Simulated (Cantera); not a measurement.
# Premixed flame

A freely propagating, adiabatic, planar premixed flame of 11.4 % CH4, 1.71 % CO, 18.3 % O2, 68.6 % N2, unburnt at 700 K and 608 Torr; multicomponent transport, grid criteria slope 0.08 and curve 0.16, no radiation.

Detailed kinetics in Cantera: GRI-Mech 3.0 (53 species, 325 reactions). Burning velocities carry a grid error of a few per cent, more on coarse grids.

| z (mm) | T (K) | u (m/s) | x CH4 | x CO | x O2 | x HO2 | x O | x NO2 |
|---|---|---|---|---|---|---|---|---|
| -1.17 | 700 | 1.65 | 0.114 | 0.0171 | 0.182 | 2.08e-7 | <1e-8 | <1e-8 |
| -0.780 | 702 | 1.66 | 0.114 | 0.0171 | 0.182 | 2.34e-6 | <1e-8 | <1e-8 |
| -0.585 | 712 | 1.69 | 0.112 | 0.0172 | 0.180 | 1.22e-5 | 2.22e-8 | <1e-8 |
| -0.390 | 779 | 1.87 | 0.107 | 0.0189 | 0.174 | 5.10e-5 | 6.13e-7 | 4.01e-8 |
| -0.195 | 1165 | 2.85 | 0.0762 | 0.0340 | 0.140 | 0.000101 | 2.42e-5 | 4.72e-8 |
| -0.0974 | 1553 | 3.85 | 0.0420 | 0.0552 | 0.0984 | 0.000148 | 0.000151 | 2.77e-8 |
| 0 | 1914 | 4.80 | 0.0116 | 0.0785 | 0.0507 | 7.83e-5 | 0.000619 | <1e-8 |
| 0.0974 | 2093 | 5.26 | 0.00140 | 0.0855 | 0.0212 | 1.28e-5 | 0.00138 | <1e-8 |
| 0.195 | 2142 | 5.38 | 0.000103 | 0.0808 | 0.00949 | 2.63e-6 | 0.00188 | <1e-8 |
| 0.390 | 2167 | 5.42 | 5.15e-7 | 0.0725 | 0.00423 | 1.20e-6 | 0.00194 | <1e-8 |
| 0.780 | 2193 | 5.46 | <1e-8 | 0.0688 | 0.00306 | 9.19e-7 | 0.00166 | <1e-8 |
| 1.56 | 2226 | 5.53 | <1e-8 | 0.0682 | 0.00236 | 7.19e-7 | 0.00127 | <1e-8 |
| 3.12 | 2266 | 5.62 | <1e-8 | 0.0681 | 0.00158 | 4.93e-7 | 0.000823 | <1e-8 |
x: mole fraction of selected species; z is measured from the peak of heat release.

The laminar burning velocity is 164 cm/s. The thermal thickness is 0.390 mm and the peak x(HO2) comes out as 0.000148. The peak x(O) is 0.00199 and the grid points is 147.
